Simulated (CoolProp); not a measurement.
Ammonia at 298.15 K and 10.8 MPa is throttled through a valve to 1.12 MPa with no heat exchange. Each further row changes one setting.

The numbers come from the reference Helmholtz-energy equation of state, Gao 2020 in CoolProp.

```json
[
 {"case": "as stated", "temperature change (K)": "+0.9", "final phase": "liquid", "final density (kg/m³)": "602"},
 {"case": "outlet pressure 0.336 MPa", "temperature change (K)": "…", "final phase": "…", "final density (kg/m³)": "…"},
 {"case": "outlet pressure 1.46 MPa", "temperature change (K)": "+0.9", "final phase": "liquid", "final density (kg/m³)": "602"}
]
```

What belongs in the gaps?


- outlet pressure 0.336 MPa, temperature change (K): -31.4
- outlet pressure 0.336 MPa, final phase: two-phase, vapour fraction 0.118
- outlet pressure 0.336 MPa, final density (kg/m³): 22.5
